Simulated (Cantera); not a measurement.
Input: 1 mol AlCl3, 1.2 mol N2O, 240 mol H2, at 2198 K and 75.0 Pa.

Equilibrium computed with Cantera from the NASA thermochemical tables; the gas is ideal and each condensed phase is pure. Candidate condensed phases: Al, AlCl3, AlN, Al2O3, H2O, NH4Cl; 45 gas species. The tables' values for AlOH are old estimates; treat these amounts as uncertain. Rates play no part.

Base state: H2 0.797, H 0.182, HCl 0.00771, N2 0.00448, H2O 0.00417, AlCl 0.00219, Al 0.00134, Cl 0.00128 (mole fractions); condensed: gas only.

Question: What changes in the equilibrium state with this change: temperature from 2198 K to 698.15 K?

Answer: 
| species | before | after |
|---|---|---|
| H2 | 0.797 | 0.983 |
| HCl | 0.00771 | 0.0120 |
| N2 | 0.00448 | 0.00460 |
| H | 0.182 | <1e-9 |
| AlCl3 | <1e-9 | 0.000131 |
| H2O | 0.00417 | <1e-9 |
| AlCl | 0.00219 | <1e-9 |
| Al | 0.00134 | <1e-9 |
| Cl | 0.00128 | <1e-9 |
| AlN(s), mol | 0 | 0.168 |
| Al2O3(s), mol | 0 | 0.400 |
Condensed phases not in the tables: AlOCl.
